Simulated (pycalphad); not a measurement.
# The Al-Fe system

Computed with pycalphad from the COST 507 light-alloy database (1999), at 1 atm. These are 1990s assessments: newer ones move some temperatures and phases. Kinetics are ignored, which matters at the lower temperatures.

Phases 1 to 3 are ordered by rising Fe content. The map covers 227 °C to 2227 °C; reactions that its mapper missed or could not classify are not listed.

| reaction on cooling | T (°C) | Fe in phase 1 (at.%) | Fe in phase 2 (at.%) | Fe in phase 3 (at.%) |
|---|---|---|---|---|
| liquid + ordered bcc (B2) → AL5FE4 | (withheld) | 40.6 | 42.6 | 48.4 |
| liquid → AL5FE2 + AL5FE4 | 1156.8 | 28.6 | 31.6 | 36.6 |
| AL5FE2 + AL5FE4 → AL2FE | 1155.0 | 28.6 | 33.3 | 36.6 |
| liquid + AL5FE2 → AL13FE4 | (withheld) | 24.2 | 24.7 | 28.6 |
| AL5FE4 → AL2FE + ordered bcc (B2) | 1095.0 | 33.3 | 40.4 | 46.2 |
| liquid → fcc + AL13FE4 | 654.0 | 0.02 | 0.89 | 23.7 |

### Question
Complete the blanks.

### Answer

- liquid + ordered bcc (B2) → AL5FE4, T (°C): 1222.4
- liquid + AL5FE2 → AL13FE4, T (°C): 1151.3

Database names, with the compositions (at.%) that they take in these runs: AL5FE4: Al 58-63 Fe 37-42; AL5FE2: Al 71 Fe 29; AL13FE4: Al 75 Fe 24; AL2FE: Al 67 Fe 33.
